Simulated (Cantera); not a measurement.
A closed system holds: 1 mol CH3SiH3, 0.98 mol C2H4, 2.2 mol H2, equilibrated at 1248 K and 0.160 bar.

Method: chemical equilibrium by Gibbs-energy minimisation in Cantera with the NASA 1993 tables (ideal gas, pure condensed phases). Candidate condensed phases: C, C6H6, C7H8, C8H18, Si, SiC; 87 gas species. The feed counts by its element totals alone. Equilibrium is a limit: real reactors are often held back by kinetics, nucleation or transport.

Base state: H2 0.998, CH4 0.00178 (mole fractions); condensed: C(graphite) + SiC(s).

### Question
What changes in the equilibrium state with this change: temperature from 1248 K to 1298 K?

### Answer
| species | before | after |
|---|---|---|
| H2 | 0.998 | 0.999 |
| CH4 | 0.00178 | 0.00127 |
| C(graphite), mol | 1.95 | 1.95 |
| SiC(s), mol | 1.00 | 1.00 |
